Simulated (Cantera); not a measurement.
Feed: 1 mol CCl4, 0.28 mol HCl, 0.26 mol H2, held at 6.60e-5 bar.

Method: chemical equilibrium by Gibbs-energy minimisation in Cantera with the NASA 1993 tables (ideal gas, pure condensed phases). Candidate condensed phases: C, C6H6, C7H8, C8H18; 103 gas species. Ions and electrons are included (thermal ionisation). Equilibrium is a limit: real reactors are often held back by kinetics, nucleation or transport.

Question: Which condensed phases are stable at each of these points (T (K)): 2000, 2500, 3000, 3500, 4000, 4500, 5000?

Answer: 
```csv
T (K),condensed phases,C condensed (%)
2000,C(graphite),100.0
2500,C(graphite),86.4
3000,gas only,0.0
3500,gas only,0.0
4000,gas only,0.0
4500,gas only,0.0
5000,gas only,0.0
```

From 2000 K to 2500 K the condensed part is C(graphite). From 3000 K to 5000 K nothing is condensed.
